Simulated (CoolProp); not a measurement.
Hexamethyldisiloxane (MM) along the isobar 6.97 MPa: density (kg/m³) from the reference equation and from simpler models built on Tc = 518.7 K, pc = 1.931 MPa, ω = 0.418; each cubic takes its own stable root.

Computed with CoolProp (reference Helmholtz-energy equation of state, Thol 2016).

| T (K) | phase | reference |
|---|---|---|
| 495.4 | liquid | 551.0 |
| 505.8 | liquid | 536.8 |
| 516.2 | liquid | 522.0 |
| 526.5 | supercritical | 507.0 |
| 536.9 | supercritical | 491.3 |
| 547.3 | supercritical | 475.0 |
| 557.7 | supercritical | 458.3 |
| 568.1 | supercritical | 441.0 |
| 578.5 | supercritical | 423.3 |
| 588.8 | supercritical | 405.5 |
| 599.2 | supercritical | 387.4 |
| 609.6 | supercritical | 369.4 |
| 620 | supercritical | 351.7 |

**Question.** How far does each simpler model (van der Waals, Redlich-Kwong, Soave-Redlich-Kwong, Peng-Robinson) lie from the reference over these 13 states: mean and median of the absolute difference, and the worst?

**Answer.** 
- van der Waals: mean 20.3 %, median 21.5 %, worst -28.6 % at 495.4 K and 6.97 MPa
- Redlich-Kwong: mean 4.7 %, median 5.3 %, worst -7.8 % at 495.4 K and 6.97 MPa
- Soave-Redlich-Kwong: mean 8.8 %, median 9.1 %, worst -10.4 % at 609.6 K and 6.97 MPa
- Peng-Robinson: mean 2.4 %, median 2.7 %, worst +4.8 % at 495.4 K and 6.97 MPa
